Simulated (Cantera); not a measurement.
Input: 1 mol SiH4, 2.8 mol N2, equilibrated at 0.000410 bar.

Cantera equilibrium calculation (NASA polynomials, part measured and part estimated; ideal gas, pure solids and liquids). Candidate condensed phases: Si, Si3N4; 18 gas species. N2 is the only nitrogen source here; it is nearly inert below about 1500 K, so the nitride shown seldom forms there in practice. The numbers say what is thermodynamically allowed, not how fast it happens.

Which condensed phases are stable at each of these points (T (°C)): 702, 777, 852, 927, 1002, 1077, 1152, 1227, 1302, 1377, 1452?


| T (°C) | condensed phases | Si condensed (%) |
|---|---|---|
| 702 | Si3N4(s) | 100.0 |
| 777 | Si3N4(s) | 100.0 |
| 852 | Si3N4(s) | 100.0 |
| 927 | Si3N4(s) | 100.0 |
| 1002 | Si3N4(s) | 100.0 |
| 1077 | Si3N4(s) | 100.0 |
| 1152 | Si3N4(s) | 100.0 |
| 1227 | Si3N4(s) | 100.0 |
| 1302 | Si3N4(s) | 99.9 |
| 1377 | Si(s) | 99.7 |
| 1452 | Si(l) | 98.7 |

From 702 °C to 1302 °C the condensed part is Si3N4(s). At 1377 °C the condensed part is Si(s). At 1452 °C the condensed part is Si(l).
